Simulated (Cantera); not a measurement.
# Equilibrium for hydrogen reduction and annealing atmospheres: Cu2O + H2

A closed system holds: 1 mol Cu2O, 19 mol H2, held at 1400 Pa.

Equilibrium computed with Cantera from the NASA thermochemical tables; the gas is ideal and each condensed phase is pure. Candidate condensed phases: Cu, CuO, Cu(OH)2, Cu2O, H2O; 12 gas species. Equilibrium is a limit: real reactors are often held back by kinetics, nucleation or transport.

From 1300 °C to 1575 °C the condensed part is Cu(l). The main Cu-bearing gas is Cu throughout. The share of Cu in condensed phases is highest at 1300 °C (98.2 %) and lowest at 1575 °C (32.0 %).

```
T (°C)   x H2     x Cu   x H2O       x H     x Cu2     x OH  n Cu(l)
------  -----  -------  ------  --------  --------  -------  -------
1300    0.945  0.00189  0.0525  0.000334   1.16e-6  6.70e-7     1.96
1325    0.944  0.00276  0.0525  0.000437   1.95e-6  9.46e-7     1.95
1350    0.943  0.00397  0.0524  0.000567   3.22e-6  1.32e-6     1.92
1375    0.941  0.00564  0.0523  0.000730   5.24e-6  1.82e-6     1.89
1400    0.939  0.00794  0.0522  0.000933   8.39e-6  2.49e-6     1.85
1425    0.936   0.0111  0.0520   0.00118   1.32e-5  3.38e-6     1.79
1450    0.931   0.0152  0.0518   0.00149   2.06e-5  4.53e-6     1.70
1475    0.926   0.0208  0.0515   0.00186   3.16e-5  6.03e-6     1.59
1500    0.918   0.0282  0.0511   0.00230   4.80e-5  7.94e-6     1.45
1525    0.909   0.0378  0.0506   0.00284   7.18e-5  1.04e-5     1.25
1550    0.896   0.0503  0.0499   0.00347  0.000106  1.34e-5    0.988
1575    0.880   0.0664  0.0490   0.00420  0.000156  1.72e-5    0.640
```
x: gas mole fraction; n: condensed amount in mol.
